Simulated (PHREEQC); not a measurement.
Consider water at 75 °C with 0.053 mol/kgw HNO3, 0.0056 mol/kgw AlCl3 and 3.1e-05 mol/kgw AgNO3. Closed to the air; pH follows from the charge balance.

The numbers come from PHREEQC with the ion-association model, wateq4f.dat.

```json
[
 {"quantity": "pH", "before": "1.36", "after": "3.27"},
 {"quantity": "ionic strength (mol/kgw)", "before": "0.0866", "after": "0.000830"},
 {"quantity": "AgCl2- (mol/kgw)", "before": "1.57e-5", "after": "5.06e-10"},
 {"quantity": "AgCl (mol/kgw)", "before": "1.27e-5", "after": "4.08e-8"},
 {"quantity": "AlOH+2 (mol/kgw)", "before": "1.07e-5", "after": "1.20e-5"},
 {"quantity": "Ag+ (mol/kgw)", "before": "1.36e-6", "after": "2.69e-7"},
 {"quantity": "SI of Cerargyrite (AgCl)", "before": "+0.23", "after": "-2.27"},
 {"quantity": "SI of Boehmite (AlOOH)", "before": "-4.57", "after": "-0.33"}
]
```

**Question.** Which change was made?
A) HNO3 left out
B) diluted 100-fold with water
C) temperature from 75 to 15 °C
D) 0.0055 mol/kgw Na2CO3 added
E) AgNO3 from 3.1e-05 to 1.55e-05 mol/kgw

**Answer.** B, diluted 100-fold with water

No solid was allowed to form. Some of these states are supersaturated (in Cerargyrite, for instance). At this temperature some constants are extrapolated from 25 °C, and those without enthalpy data are left unchanged.
